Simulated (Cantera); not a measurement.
An adiabatic, constant-pressure homogeneous reactor starts with CH4 : O2 : N2 = 1 : 2.02 : 7.6 (molar parts), equivalence ratio 0.99, at 1175 K and 260000 Pa.

Cantera simulation using GRI-Mech 3.0 (53 species, 325 reactions); the numbers are that mechanism's predictions, not measurements.

Question: Predict: time of steepest temperature rise; temperature at 0.300 s; equilibrium temperature; x(O2) at 0.300 s; x(H2O) at 0.300 s; x(NO) at 0.300 s.

Answer: 
```json
{
 "time_of_steepest_temperature_rise": "27.1 ms",
 "temperature at 0.300 s": "2662 K",
 "equilibrium_temperature": "2662 K",
 "x(O2) at 0.300 s": "0.0141 (gas-phase equilibrium 0.0141)",
 "x(H2O) at 0.300 s": "0.165 (gas-phase equilibrium 0.165)",
 "x(NO) at 0.300 s": "0.00732 (gas-phase equilibrium 0.00732)"
}
```
